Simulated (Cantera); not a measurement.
An adiabatic, constant-volume homogeneous reactor starts with C₃H₈ : O₂ : N₂ : H₂ = 1 : 2.17 : 8.17 : 0.078 (molar parts), equivalence ratio 2.3, at 1575 K and 4130 Torr.

Computed with Cantera and GRI-Mech 3.0 (53 species, 325 reactions). GRI-Mech 3.0 was tuned for natural gas; its chemistry of propane as a main component is partial and can be far from experiment.

Task: Predict: time of steepest temperature rise; temperature at 6.00 s; equilibrium temperature; x(O₂) at 6.00 s; x(H₂) at 6.00 s; x(HCO) at 6.00 s; x(CH₄) at 6.00 s.

Result: 
```
Property                                                            Result
---------------------------------  ---------------------------------------
time of steepest temperature rise                                  13.8 µs
temperature at 6.00 s                                               2839 K
equilibrium temperature                                             2839 K
x(O₂) at 6.00 s                    8.04e-6 (gas-phase equilibrium 8.04e-6)
x(H₂) at 6.00 s                        0.184 (gas-phase equilibrium 0.184)
x(HCO) at 6.00 s                   2.49e-6 (gas-phase equilibrium 2.49e-6)
x(CH₄) at 6.00 s                   2.65e-9 (gas-phase equilibrium 2.95e-9)
```
